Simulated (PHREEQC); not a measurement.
Make-up at 70 °C: 0.062 mol H2SO4 per kg of water. Closed to the air; pH follows from the charge balance.

Model: ion-association model, phreeqc.dat, run in PHREEQC.

The pH comes out as 1.25 and the ionic strength is 0.0754 mol/kgw. The specific conductance comes out as 51100 µS/cm, the density comes out as 0.981 g/cm³ and the total alkalinity comes out as -124 meq/kg.

```json
[
 {"species": "H+", "molality": "0.0687", "activity": "0.0567", "log γ": "-0.084"},
 {"species": "HSO4-", "molality": "0.0553", "activity": "0.0432", "log γ": "-0.108"},
 {"species": "SO4-2", "molality": "0.00670", "activity": "0.00253", "log γ": "-0.422"}
]
```

This is a speciation only: nothing precipitates in the calculation. Constants without temperature data keep their 25 °C values here.
